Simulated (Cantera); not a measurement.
A Cantera script and its output.

```python
import numpy as np
import cantera as ct

gas = ct.Solution("gri30.yaml")
gas.TPX = 575, 460000, {'CH4': 1, 'O2': 2.74, 'N2': 10.3}
inlet = ct.Reservoir(gas, clone=True)
gas.equilibrate("HP")  # start burning
reactor = ct.IdealGasConstPressureReactor(gas, energy="on", clone=False)
exhaust = ct.Reservoir(gas, clone=True)
tau = [0.045, 0.021, 0.0094, 0.0043, 0.0019, 0.00088, 0.0004, 0.00018, 8.3e-05, 3.8e-05, 1.7e-05, 7.8e-06][0]
for a, b in ((inlet, reactor), (reactor, exhaust)):
    ct.MassFlowController(a, b, mdot=lambda t: reactor.mass / tau)
net = ct.ReactorNet([reactor])
show = ['CH4', 'O2', 'H2O', 'H', 'C2H4', 'CH2']

rows = []
print(f"{'tau/s':>10s}{'T/K':>9s}" + "".join(f"{s:>11s}" for s in show))
for tau in [0.045, 0.021, 0.0094, 0.0043, 0.0019, 0.00088, 0.0004, 0.00018, 8.3e-05, 3.8e-05, 1.7e-05, 7.8e-06]:
    net.initial_time = 0.0
    net.advance(30 * tau)
    before = gas.X
    net.advance(40 * tau)
    drift = np.max(np.abs(gas.X - before) / (gas.X + 1e-9))
    rows.append([gas.T, *gas[show].X, drift])
    print(f"{tau:10.3e}{gas.T:9.1f}" + "".join(f"{x:11.3e}" for x in gas[show].X))
```

It prints:

```
     tau/s      T/K        CH4         O2        H2O          H       C2H4        CH2
 4.500e-02   2094.9  3.311e-06  5.224e-02  1.411e-01  2.284e-05  1.974e-10  3.641e-08
 2.100e-02   2093.6  6.615e-06  5.238e-02  1.410e-01  2.782e-05  7.582e-10  7.622e-08
 9.400e-03   2090.3  1.307e-05  5.252e-02  1.408e-01  3.914e-05  2.738e-09  1.624e-07
 4.300e-03   2084.3  2.398e-05  5.272e-02  1.404e-01  6.285e-05  8.085e-09  3.281e-07
 1.900e-03   2073.5  4.316e-05  5.308e-02  1.398e-01  1.153e-04  2.128e-08  6.554e-07
 8.800e-04   2057.3  7.370e-05  5.367e-02  1.389e-01  2.146e-04  4.760e-08  1.204e-06
 4.000e-04   2031.9  1.283e-04  5.471e-02  1.376e-01  4.056e-04  1.035e-07  2.150e-06
 1.800e-04   1993.5  2.334e-04  5.651e-02  1.357e-01  7.407e-04  2.337e-07  3.714e-06
 8.300e-05   1938.7  4.520e-04  5.957e-02  1.334e-01  1.216e-03  5.965e-07  6.187e-06
 3.800e-05   1848.4  1.122e-03  6.613e-02  1.298e-01  1.630e-03  2.584e-06  1.081e-05
 1.700e-05    575.0  7.123e-02  1.952e-01  2.251e-15  1.333e-29  6.033e-18 -5.473e-33
 7.800e-06    575.0  7.123e-02  1.952e-01  1.748e-18  2.269e-31  4.684e-21 -5.877e-35
```

Cantera simulation using GRI-Mech 3.0 (53 species, 325 reactions); the numbers are that mechanism's predictions, not measurements.
